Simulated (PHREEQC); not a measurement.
A solution holds 0.0025 mol CdSO4, 0.0038 mol NaCl and 0.046 mol HCl per kg of water, at 21 °C. Closed to the air; pH follows from the charge balance.

Model: ion-association model, phreeqc.dat, run in PHREEQC.

```tsv
quantity	before	after
pH	1.42	1.13
ionic strength (mol/kgw)	0.0528	0.0976
SI of Halite (NaCl)	-5.48	-5.23
```

Problem. Name the change that produced these shifts.
(A) NaCl from 0.0038 to 0.00342 mol/kgw
(B) HCl from 0.046 to 0.092 mol/kgw
(C) CdSO4 left out
(D) temperature from 21 to 10 °C
(E) HCl from 0.046 to 0.0414 mol/kgw

Solution. B, HCl from 0.046 to 0.092 mol/kgw

No solid was allowed to form.
